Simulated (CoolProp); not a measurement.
Vapour-liquid equilibrium of ethylene (1) + propylene (2) at 0.39 bar; x and y are mole fractions of (1).

The numbers come from the multi-fluid Helmholtz-energy mixture model, Smukala 2000 and Lemmon 2013; pair parameters Bell 2016 in CoolProp.

Problem. Give the bubble temperature and the first vapour's composition at x = 0.25, 0.55, 0.95. Is there an azeotrope?

Solution. x = 0.25: 173.9 K, y = 0.915; x = 0.55: 162.5 K, y = 0.981; x = 0.95: 155.4 K, y = 0.999. No azeotrope shows between x = 0.05 and 0.95.

The pair parameters rest on a limited set of measurements; away from them the model extrapolates.
